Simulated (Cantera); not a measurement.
A closed system holds: 1 mol B2O3, 0.057 mol H2O, equilibrated at 2.40 mbar.

Method: chemical equilibrium by Gibbs-energy minimisation in Cantera with the NASA 1993 tables (ideal gas, pure condensed phases). Candidate condensed phases: B, B2O3, B3O3H3, H2O; 23 gas species. Gases not in the tables: H3BO3. Kinetics and transport are ignored.

### Question
Which condensed phases are stable at each of these points (T (°C)): 950, 1050, 1150, 1250, 1350, 1450, 1550, 1650, 1750, 1850, 1950, 2050?

### Answer
```csv
T (°C),condensed phases,B condensed (%)
950,B2O3(l),99.9
1050,B2O3(l),99.8
1150,B2O3(l),99.3
1250,B2O3(l),98.2
1350,B2O3(l),95.8
1450,B2O3(l),85.6
1550,gas only,0.0
1650,gas only,0.0
1750,gas only,0.0
1850,gas only,0.0
1950,gas only,0.0
2050,gas only,0.0
```

From 950 °C to 1450 °C the condensed part is B2O3(l). From 1550 °C to 2050 °C nothing is condensed.
